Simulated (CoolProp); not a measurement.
Chloromethane (R40) at 293.15 K and 0.314 MPa is compressed adiabatically to 0.676 MPa with isentropic efficiency 0.75. Each further row changes one setting.

Model: reference Helmholtz-energy equation of state, Thol 2014, in CoolProp.

```csv
case,work (kJ/kg),final temperature (K),final density (kg/m³)
as stated,(withheld),(withheld),(withheld)
efficiency 1,37.4,342.7,(withheld)
efficiency 0.65,(withheld),(withheld),(withheld)
```

Problem. What belongs in the gaps?

Solution. 
- as stated, work (kJ/kg): 49.9
- as stated, final temperature (K): 355.2
- as stated, final density (kg/m³): 12.4
- efficiency 1, final density (kg/m³): 12.9
- efficiency 0.65, work (kJ/kg): 57.6
- efficiency 0.65, final temperature (K): 362.9
- efficiency 0.65, final density (kg/m³): 12.0
